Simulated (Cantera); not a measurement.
Cantera run, input and output.

```python
import numpy as np
import cantera as ct

gas = ct.Solution("gri30.yaml")
gas.TPX = 1100, 2000, {'H2': 0.15, 'O2': 1}
reactor = ct.IdealGasConstPressureReactor(gas, energy="off", clone=False)
net = ct.ReactorNet([reactor])
net.rtol, net.atol = 1e-08, 1e-18
show = ['H2', 'O2', 'H2O2', 'O', 'H']
times = np.geomspace(6e-06, 1, 12)

steps = ct.SolutionArray(gas, extra=["t"])
rows = []
print(f"{'t/s':>10s}{'T/K':>9s}{'P/Pa':>11s}" + "".join(f"{s:>11s}" for s in show))
for t in times:
    while net.time < t:
        t_next = net.step()
        steps.append(gas.state, t=t_next)
    rows.append([np.interp(t, steps.t, y) for y in (steps.T, steps.P, *steps(*show).X.T)])
    print(f"{t:10.3e}{rows[-1][0]:9.1f}{rows[-1][1]:11.4g}" + "".join(f"{x:11.3e}" for x in rows[-1][2:]))
rate = np.gradient(steps.T, steps.t)
print("integrator steps:", len(steps.t))
if steps.T.max() > steps.T[0] + 200:
    print(f"time of steepest temperature rise: {steps.t[rate.argmax()]:.4e} s")
gas.TPX = 1100, 2000, {'H2': 0.15, 'O2': 1}
gas.equilibrate("TP")
print(f"equilibrium (TP): T = {gas.T:.1f} K  " + "  ".join(f"{s} {gas[s].X[0]:.3e}" for s in show))
```

Output:

```
       t/s      T/K       P/Pa         H2         O2       H2O2          O          H
 6.000e-06   1100.0       2000  1.304e-01  8.696e-01  2.200e-15  6.403e-12  1.130e-10
 1.790e-05   1100.0       2000  1.304e-01  8.696e-01  1.954e-14  5.194e-11  3.163e-10
 5.340e-05   1100.0       2000  1.304e-01  8.696e-01  1.740e-13  3.935e-10  9.348e-10
 1.593e-04   1100.0       2000  1.304e-01  8.696e-01  1.556e-12  3.620e-09  4.857e-09
 4.753e-04   1100.0       2000  1.304e-01  8.696e-01  1.525e-11  2.005e-07  2.362e-07
 1.418e-03   1100.0       2000  1.006e-01  8.523e-01  2.842e-07  9.119e-03  1.211e-02
 4.231e-03   1100.0       2000  3.440e-03  8.195e-01  3.573e-07  3.305e-02  2.108e-02
 1.262e-02   1100.0       2000  9.011e-04  8.508e-01  4.223e-07  8.258e-03  2.499e-03
 3.766e-02   1100.0       2000  9.963e-05  8.593e-01  2.948e-07  9.144e-04  8.841e-05
 1.123e-01   1100.0       2000  1.052e-05  8.603e-01  1.256e-07  1.018e-04  3.290e-06
 3.352e-01   1100.0       2000  1.554e-06  8.604e-01  4.569e-08  1.616e-05  2.085e-07
 1.000e+00   1100.0       2000  3.155e-07  8.604e-01  1.626e-08  3.469e-06  2.072e-08
integrator steps: 1394
equilibrium (TP): T = 1100.0 K  H2 1.411e-09  O2 8.605e-01  H2O2 1.654e-10  O 1.648e-08  H 6.912e-12
```

Model: GRI-Mech 3.0 (53 species, 325 reactions), integrated in Cantera. Radical loss at walls, strong at low pressure, is not modelled. The temperature is held fixed by assumption; the heat of reaction is taken as removed at once.
